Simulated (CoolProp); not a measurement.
Properties of diethyl ether along the isotherm 548 K (Tc = 467.9 K, pc = 3.717 MPa, ω = 0.282).

Values from CoolProp's reference Helmholtz-energy equation of state, Thol 2014.

| p (MPa) | phase | cv (kJ/(kg K)) | isothermal compressibility (1/MPa) |
|---|---|---|---|
| 0.697 | gas | … | … |
| 1.39 | gas | … | … |
| 2.09 | gas | 2.295 | … |
| 2.79 | gas | 2.309 | 0.4336 |
| 3.48 | gas | 2.323 | 0.3697 |
| 4.18 | supercritical | 2.338 | … |
| 4.88 | supercritical | 2.353 | 0.2998 |
| 5.58 | supercritical | … | … |

Problem. Fill in the missing entries.

Solution. 
- 0.697, cv (kJ/(kg K)): 2.272
- 0.697, isothermal compressibility (1/MPa): 1.491
- 1.39, cv (kJ/(kg K)): 2.283
- 1.39, isothermal compressibility (1/MPa): 0.7813
- 2.09, isothermal compressibility (1/MPa): 0.5467
- 4.18, isothermal compressibility (1/MPa): 0.3286
- 5.58, cv (kJ/(kg K)): 2.368
- 5.58, isothermal compressibility (1/MPa): 0.2762
